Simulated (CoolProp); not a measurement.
The fluid at 298.15 K and 8.94 MPa expands adiabatically to 1.05 MPa with isentropic efficiency 0.7. The same conditions are run with several fluids, on thermodynamics alone (safety and materials aside).

Computed with CoolProp (reference Helmholtz-energy equation of state of each fluid (carbon monoxide: Lemmon 2006; CF4 (R14): Platzer 1990; fluorine: de Reuck 1990; methane: Setzmann 1991; dry air: Lemmon 2000)). The equations of Platzer and Polt are older, rougher fits. Blends and air are pseudo-pure fits.

Task: Rank carbon monoxide, CF4 (R14), fluorine, methane, dry air by work (kJ/kg), highest first.

Result: methane (152), carbon monoxide (93.7), dry air (91.0), fluorine (70.1), CF4 (R14) (25.4)

```csv
fluid,final temperature (K),final density (kg/m³)
carbon monoxide,193.7,18.8
CF4 (R14),209.3,61.5
fluorine,198.3,24.8
methane,195.5,11.2
dry air,194.3,19.4
```
